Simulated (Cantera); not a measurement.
Mixture: CO : H2 : O2 : N2 = 1 : 0.78 : 1.35 : 9.3 (molar parts), equivalence ratio 0.66, at 1000000 Pa, adiabatic and at constant volume. Ignition delay is the time to a rise of 400 K.

Model: GRI-Mech 3.0 (53 species, 325 reactions), integrated in Cantera. The hydrogen kinetics of GRI-Mech 3.0 are dated; newer H2 mechanisms differ, most at raised pressure. Below about 950 K walls govern HO2 and H2O2 in real vessels.

### Question
What does this change do: pressure from 1000000 Pa to 830000 Pa?

### Answer
```json
[
 {"quantity": "delay at 925 K", "before": "53.8 ms", "after": "57.5 ms"},
 {"quantity": "delay at 975 K", "before": "14.4 ms", "after": "14.9 ms"},
 {"quantity": "delay at 1025 K", "before": "4.15 ms", "after": "4.11 ms"},
 {"quantity": "delay at 1075 K", "before": "1.24 ms", "after": "1.15 ms"},
 {"quantity": "delay at 1125 K", "before": "0.361 ms", "after": "0.296 ms"},
 {"quantity": "delay at 1175 K", "before": "94.8 µs", "after": "68.8 µs"},
 {"quantity": "delay at 1225 K", "before": "27.8 µs", "after": "23.9 µs"},
 {"quantity": "apparent activation energy between 1125 and 1225 K", "before": "290 kJ/mol", "after": "290 kJ/mol"}
]
```
